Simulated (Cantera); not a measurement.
# Sublimation and decomposition of ceramics: Al2O3 + H2

Feed: 1 mol Al2O3, 0.069 mol H2, equilibrated at 1.60 Pa.

Equilibrium computed with Cantera from the NASA thermochemical tables; the gas is ideal and each condensed phase is pure. Candidate condensed phases: Al, Al2O3, H2O; 19 gas species. The tables' values for AlOH are old estimates; treat these amounts as uncertain. Equilibrium is a limit: real reactors are often held back by kinetics, nucleation or transport.

```csv
T (°C),x H2,x H,x O,x Al,x AlO,x Al2O,x O2,x OH,x H2O,n Al2O3(s),n Al2O3(l)
1277,0.992,0.00784,5.54e-11,2.00e-5,3.52e-9,3.72e-7,<1e-12,8.26e-9,3.11e-5,1.000,0
1377,0.977,0.0225,2.58e-9,8.47e-5,6.05e-8,2.14e-6,<1e-12,1.38e-7,0.000133,1.000,0
1477,0.943,0.0565,7.80e-8,0.000299,7.46e-7,9.82e-6,1.74e-11,1.65e-6,0.000471,1.000,0
1577,0.872,0.126,1.66e-6,0.000892,6.91e-6,3.65e-5,1.18e-9,1.51e-5,0.00141,1.000,0
1677,0.746,0.248,2.64e-5,0.00228,5.01e-5,0.000111,5.49e-8,0.000108,0.00357,1.000,0
1777,0.561,0.425,0.000333,0.00501,0.000293,0.000282,1.88e-6,0.000610,0.00737,1.000,0
1877,0.348,0.622,0.00332,0.0102,0.00145,0.000647,4.62e-5,0.00264,0.0114,0.999,0
1977,0.167,0.758,0.0234,0.0239,0.00664,0.00181,0.000645,0.00747,0.0109,0.998,0
2077,0.0514,0.707,0.111,0.0719,0.0291,0.00696,0.00451,0.0119,0.00503,0,0.990
2177,0.00180,0.213,0.398,0.223,0.111,0.0264,0.0200,0.00507,0.000219,0,0.879
2277,1.43e-5,0.0295,0.533,0.332,0.0817,0.0102,0.0133,0.000396,8.78e-7,0,0
2377,5.69e-6,0.0280,0.560,0.366,0.0379,0.00198,0.00592,0.000178,1.48e-7,0,0
2477,2.55e-6,0.0273,0.573,0.379,0.0172,0.000379,0.00266,8.46e-5,2.94e-8,0,0
```
x: gas mole fraction; n: condensed amount in mol.

From 1277 °C to 1977 °C the condensed part is Al2O3(s). From 2077 °C to 2177 °C the condensed part is Al2O3(l). From 2277 °C to 2477 °C nothing is condensed. The main Al-bearing gas is Al throughout.
